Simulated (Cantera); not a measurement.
Feed: 1 mol Si3N4, 0.66 mol N2O, 1.7 mol N2, at 3.60 Torr.

These are equilibrium values from Cantera (NASA tables, ideal gas, pure condensed phases), not measurements of a reactor. Candidate condensed phases: Si, SiO2, Si2N2O, Si3N4; 16 gas species. The tables' values for SiN are old estimates; treat these amounts as uncertain. Kinetics and transport are ignored.

Question: At 1775 °C, list the 4 most abundant gas species with their mole fractions, and the condensed phases.

Answer: N2 0.854, SiO 0.129, Si 0.0157, Si2N 0.000295. Condensed: Si(l).
